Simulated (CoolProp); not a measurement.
Model: reference Helmholtz-energy equation of state, Lemmon 2006, in CoolProp. It is a short technical equation, of lower accuracy than the large ones.

### Question
For isopentane, give the phase and the density (kg/m³), cv (kJ/(kg K)), isothermal compressibility (1/MPa) at 59.15 °C and 18.1 bar; 59.15 °C and 60.3 bar.

### Answer
- 59.15 °C and 18.1 bar: liquid; density 582, cv 1.84, isothermal compressibility 0.00341
- 59.15 °C and 60.3 bar: liquid; density 589, cv 1.85, isothermal compressibility 0.00296
